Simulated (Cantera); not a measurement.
## Gas-phase reforming

An isothermal, constant-pressure homogeneous reactor starts with 47.6 % CH4, 52.4 % CO2, at 1275 K and 0.270 bar.

Model: GRI-Mech 3.0 (53 species, 325 reactions), integrated in Cantera.

| t (s) | x CH4 | x CO2 | x CH3 | x C2H2 | x HO2 | x CH2CO | x H |
|---|---|---|---|---|---|---|---|
| 3.00e-6 | 0.476 | 0.524 | 1.89e-9 | <1e-12 | <1e-12 | <1e-12 | 2.95e-10 |
| 1.44e-5 | 0.476 | 0.524 | 1.02e-8 | <1e-12 | <1e-12 | <1e-12 | 3.04e-10 |
| 6.95e-5 | 0.476 | 0.524 | 5.03e-8 | <1e-12 | <1e-12 | <1e-12 | 3.04e-10 |
| 0.000334 | 0.476 | 0.524 | 2.43e-7 | <1e-12 | <1e-12 | <1e-12 | 3.04e-10 |
| 0.00161 | 0.476 | 0.524 | 1.16e-6 | <1e-12 | <1e-12 | <1e-12 | 3.05e-10 |
| 0.00775 | 0.476 | 0.524 | 4.59e-6 | 9.07e-12 | <1e-12 | <1e-12 | 3.24e-10 |
| 0.0373 | 0.476 | 0.524 | 7.00e-6 | 1.75e-9 | <1e-12 | <1e-12 | 3.63e-10 |
| 0.179 | 0.476 | 0.524 | 8.99e-6 | 1.07e-7 | <1e-12 | <1e-12 | 4.81e-10 |
| 0.863 | 0.475 | 0.524 | 1.38e-5 | 9.94e-6 | <1e-12 | 2.20e-11 | 1.42e-9 |
| 4.16 | 0.471 | 0.522 | 1.60e-5 | 0.000613 | <1e-12 | 1.71e-9 | 8.23e-9 |
| 20.0 | 0.450 | 0.512 | 1.43e-5 | 0.00739 | <1e-12 | 9.51e-8 | 3.79e-8 |
x: mole fraction; the columns are a selection and need not sum to one.

Equilibrium at this temperature and pressure: CH4 2.74e-5, CO2 0.00952, CH3 1.11e-9, C2H2 4.47e-10, HO2 <1e-12, CH2CO 6.58e-11, H 9.82e-7 (gas phase only).
